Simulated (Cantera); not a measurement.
Equilibrium for abatement and gas-phase synthesis: HI + O2 + H2

Charge: 1 mol HI, 0.056 mol O2, a varied amount of H2, held at 1252 °C and 1.33 mbar.

These are equilibrium values from Cantera (NASA tables, ideal gas, pure condensed phases), not measurements of a reactor. Candidate condensed phases: H2O, I2; 12 gas species. Kinetics and transport are ignored.

```tsv
n(H2) (mol)	x H2	x I	x H2O	x HI
0.21	0.338	0.559	0.0667	0.0352
0.33	0.382	0.521	0.0623	0.0348
0.51	0.437	0.472	0.0567	0.0338
0.8	0.509	0.410	0.0495	0.0317
1.2	0.582	0.347	0.0421	0.0287
1.9	0.669	0.273	0.0333	0.0242
3	0.750	0.205	0.0251	0.0192
4.7	0.819	0.148	0.0182	0.0145
7.4	0.874	0.103	0.0126	0.0104
```
x: gas mole fraction; nothing condenses.

From 0.21 mol H2 to 7.4 mol H2 nothing is condensed.
